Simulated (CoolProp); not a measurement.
A closed Brayton cycle with dry air: compressor inlet 317.15 K and 0.14 MPa, high pressure 0.268 MPa, turbine inlet 715 K, compressor efficiency 0.89, turbine efficiency 0.9, recuperator effectiveness 0.95 (on enthalpy, no pinch check). Each further row changes one setting.

Model: reference Helmholtz-energy equation of state, Lemmon 2000, in CoolProp. It is a pseudo-pure fit of the blend.

```tsv
case	thermal efficiency (%)	net work (kJ/kg)	compressor to turbine work	compressor exit (K)	turbine exit (K)
as stated	[?]	37.2	0.66	389.6	611.7
turbine inlet 665 K	26.3	29.4	0.71	389.6	568.0
compressor inlet 327.15 K	[?]	[?]	0.68	401.7	611.7
high pressure 0.228 MPa	31.5	31.0	[?]	370.3	636.0
recuperator effectiveness 0.5	16.5	37.2	0.66	389.6	611.7
```

Fill in the missing entries.


- as stated, thermal efficiency (%): 30.5
- compressor inlet 327.15 K, thermal efficiency (%): 28.8
- compressor inlet 327.15 K, net work (kJ/kg): 34.9
- high pressure 0.228 MPa, compressor to turbine work: 0.63
